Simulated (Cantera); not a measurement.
Input: 1 mol toluene, 1.2 mol H2, 31 mol N2, at 0.0140 bar.

These are equilibrium values from Cantera (NASA tables, ideal gas, pure condensed phases), not measurements of a reactor. Candidate condensed phases: C, C6H6, C7H8, C8H18; 110 gas species. Ions and electrons are included (thermal ionisation). The numbers say what is thermodynamically allowed, not how fast it happens.

Task: Which condensed phases are stable at each of these points (T (K)): 2500, 2750, 3000, 3250, 3500, 3750, 4000, 4250, 4500, 4750, 5000?

Result: 
```csv
T (K),condensed phases,C condensed (%)
2500,C(graphite),86.5
2750,C(graphite),76.4
3000,C(graphite),19.1
3250,gas only,0.0
3500,gas only,0.0
3750,gas only,0.0
4000,gas only,0.0
4250,gas only,0.0
4500,gas only,0.0
4750,gas only,0.0
5000,gas only,0.0
```

From 2500 K to 3000 K the condensed part is C(graphite). From 3250 K to 5000 K nothing is condensed.
